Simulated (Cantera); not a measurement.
A freely propagating, adiabatic, planar premixed flame of CH₃OH : O₂ : N₂ : H₂O = 1 : 1.25 : 4.75 : 1.1 (molar parts), unburnt at 575 K and 1.01 bar; mixture-averaged transport, grid criteria slope 0.08 and curve 0.16, no radiation.

Detailed kinetics in Cantera: GRI-Mech 3.0 (53 species, 325 reactions). GRI-Mech 3.0 was tuned for natural gas; its chemistry of methanol as a main component is partial and can be far from experiment. Burning velocities carry a grid error of a few per cent, more on coarse grids.

```json
[
 {"quantity": "laminar burning velocity", "before": "111 cm/s", "after": "120 cm/s"},
 {"quantity": "thermal thickness", "before": "0.292 mm", "after": "0.289 mm"},
 {"quantity": "peak x(C₂H₆)", "before": "1.09e-6", "after": "3.96e-7"},
 {"quantity": "peak x(CH₂CO)", "before": "8.32e-6", "after": "4.14e-6"}
]
```

Problem. What was changed between the two runs?
A) N2 4.75 to 3.7 parts
B) inlet temperature 575 to 350 K
C) O2 1.25 to 1.6 parts
D) inlet temperature 575 to 550 K

Solution. C, O2 1.25 to 1.6 parts
